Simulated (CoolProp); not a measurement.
A Linde-Hampson liquefier for oxygen: isothermal reversible compression at 300 K from 1 atm to 10 MPa, throttling to 1 atm, return gas leaving the recuperator 0 K below the feed. Each further row changes one setting.

Model: reference Helmholtz-energy equation of state, Schmidt 1985, in CoolProp.

```
case                        liquid yield per pass  compression work (kJ/kg of gas)
--------------------------  ---------------------  -------------------------------
as stated                                   0.057                              354
high pressure 20 MPa                        0.105                              405
warm-end temperature 330 K                  0.044                              391
warm-end gap 5 K                            0.047                              354
```

Above 300 K oxygen's equation is extrapolated.
